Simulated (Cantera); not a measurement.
Aluminium nitride and oxide growth: Al + NH₃ + H₂

Feed: 1 mol Al, 33 mol NH₃, 25 mol H₂, equilibrated at 0.100 bar.

Cantera equilibrium calculation (NASA polynomials, part measured and part estimated; ideal gas, pure solids and liquids). Candidate condensed phases: Al, AlN; 13 gas species. Equilibrium is a limit: real reactors are often held back by kinetics, nucleation or transport.

```tsv
T (K)	x H₂	x N₂	x H	x NH₃	x Al	x AlH	x Al₂	x NH₂	n AlN(s)
600	0.822	0.176	<1e-12	0.00130	<1e-12	<1e-12	<1e-12	<1e-12	1.00
750	0.823	0.177	<1e-12	0.000160	<1e-12	<1e-12	<1e-12	<1e-12	1.00
900	0.823	0.177	3.35e-10	3.80e-5	<1e-12	<1e-12	<1e-12	<1e-12	1.00
1050	0.823	0.177	2.33e-8	1.33e-5	<1e-12	<1e-12	<1e-12	<1e-12	1.00
1200	0.823	0.177	5.66e-7	6.00e-6	<1e-12	<1e-12	<1e-12	8.00e-12	1.00
1350	0.823	0.177	6.84e-6	3.21e-6	1.58e-11	1.05e-11	<1e-12	6.21e-11	1.00
1500	0.823	0.177	5.05e-5	1.94e-6	4.65e-9	1.61e-9	<1e-12	3.19e-10	1.000
1650	0.823	0.177	0.000261	1.29e-6	4.80e-7	9.76e-8	<1e-12	1.22e-9	1.000
1800	0.822	0.177	0.00103	9.15e-7	2.26e-5	2.95e-6	4.97e-11	3.71e-9	0.998
1950	0.819	0.177	0.00328	6.83e-7	0.000583	5.23e-5	1.36e-8	9.52e-9	0.942
```
x: gas mole fraction; n: condensed amount in mol.

From 600 K to 1950 K the condensed part is AlN(s).
